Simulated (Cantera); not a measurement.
A closed system holds: 1 mol MgCl₂, 0.092 mol H₂O, 1.9 mol N₂, at 2223.15 K.

Method: chemical equilibrium by Gibbs-energy minimisation in Cantera with the NASA 1993 tables (ideal gas, pure condensed phases). Candidate condensed phases: H₂O, Mg, MgCl₂, MgO, Mg(OH)₂, NH₄Cl; 38 gas species. Kinetics and transport are ignored.

Task: At 0.000750 Torr, list the 5 most abundant gas species with their mole fractions, and the condensed phases.

Result: Cl 0.386, N₂ 0.367, Mg 0.193, H 0.0350, O 0.0176. Condensed: gas only.
